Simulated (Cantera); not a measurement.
Input: 1 mol CaCO3, 2.4 mol O2, 2.8 mol H2O, equilibrated at 0.650 bar.

Cantera equilibrium calculation (NASA polynomials, part measured and part estimated; ideal gas, pure solids and liquids). Candidate condensed phases: C, C6H6, C7H8, C8H18, Ca, CaCO3, CaO, Ca(OH)2, H2O; 115 gas species. The numbers say what is thermodynamically allowed, not how fast it happens.

log p: log10 of the partial pressure in bar; n: condensed amount in mol.

```json
[
 {"T (K)": "875", "log p H2O": "-0.46", "log p O2": "-0.52", "log p CO2": "-2.54", "log p OH": "-7.84", "log p O": "-11.95", "n CaCO3(calcite)": "0.977", "n CaO(s)": "0.0231"},
 {"T (K)": "975", "log p H2O": "-0.48", "log p O2": "-0.55", "log p CO2": "-1.49", "log p OH": "-6.86", "log p O": "-10.41", "n CaCO3(calcite)": "0.727", "n CaO(s)": "0.273"},
 {"T (K)": "1075", "log p H2O": "-0.53", "log p O2": "-0.60", "log p CO2": "-0.98", "log p OH": "___", "log p O": "___", "n CaCO3(calcite)": "0", "n CaO(s)": "1.00"},
 {"T (K)": "1175", "log p H2O": "-0.53", "log p O2": "-0.60", "log p CO2": "-0.98", "log p OH": "-5.42", "log p O": "-8.14", "n CaCO3(calcite)": "0", "n CaO(s)": "1.00"},
 {"T (K)": "1275", "log p H2O": "-0.53", "log p O2": "-0.60", "log p CO2": "-0.98", "log p OH": "-4.85", "log p O": "-7.25", "n CaCO3(calcite)": "0", "n CaO(s)": "1.00"},
 {"T (K)": "1375", "log p H2O": "-0.53", "log p O2": "-0.60", "log p CO2": "-0.98", "log p OH": "-4.37", "log p O": "-6.50", "n CaCO3(calcite)": "0", "n CaO(s)": "1.00"},
 {"T (K)": "1475", "log p H2O": "-0.53", "log p O2": "-0.60", "log p CO2": "-0.98", "log p OH": "___", "log p O": "___", "n CaCO3(calcite)": "0", "n CaO(s)": "1.000"},
 {"T (K)": "1575", "log p H2O": "-0.53", "log p O2": "-0.60", "log p CO2": "-0.98", "log p OH": "-3.58", "log p O": "-5.27", "n CaCO3(calcite)": "0", "n CaO(s)": "1.000"}
]
```

### Question
Some entries are withheld; supply them.

### Answer

- 1475, log p OH: -3.95
- 1475, log p O: -5.84
- 1075, log p OH: -6.09
- 1075, log p O: -9.18
